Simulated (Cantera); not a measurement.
**Equilibrium for carbothermic reduction: SiO2 + CO + H2**

Input: 1 mol SiO2, a varied amount of CO, 6.2 mol H2, equilibrated at 1373.15 K and 16000 Pa.

Cantera equilibrium calculation (NASA polynomials, part measured and part estimated; ideal gas, pure solids and liquids). Candidate condensed phases: C, C6H6, C7H8, C8H18, H2O, Si, SiC, SiO2; 123 gas species. The tables hold silica as quartz up to 1696 K and as liquid above; real silica turns to tridymite and cristobalite and melts near 1996 K. The numbers say what is thermodynamically allowed, not how fast it happens.

```csv
n(CO) (mol),log p H2,log p CO,log p CH4,log p H2O,log p CO2,log p H,log p C2H2 (acetylene),n SiO2(β-quartz),n C(graphite)
1.7,-0.90,-1.46,-4.37,-4.42,-5.30,-5.93,-7.21,1.000,0
2,-0.92,-1.41,-4.36,-4.43,-5.23,-5.94,-7.14,1.000,0
2.5,-0.94,-1.34,-4.36,-4.44,-5.14,-5.95,-7.06,1.000,0
3,-0.97,-1.28,-4.36,-4.45,-5.08,-5.96,-6.99,1.000,0
3.7,-1.00,-1.22,-4.37,-4.48,-5.02,-5.98,-6.91,1.000,0
4.5,-1.03,-1.17,-4.39,-4.51,-4.97,-5.99,-6.84,1.000,0
5.5,-1.07,-1.12,-4.44,-4.53,-4.89,-6.01,-6.83,1.000,0
6.7,-1.11,-1.08,-4.53,-4.53,-4.81,-6.03,-6.88,1.000,0.00124
8.1,-1.16,-1.04,-4.62,-4.53,-4.73,-6.06,-6.92,1.000,0.00210
```
log p: log10 of the partial pressure in bar; n: condensed amount in mol.

From 1.7 mol CO to 5.5 mol CO the condensed part is SiO2(β-quartz). From 6.7 mol CO to 8.1 mol CO the condensed part is C(graphite) + SiO2(β-quartz). The main Si-bearing gas is SiO throughout.
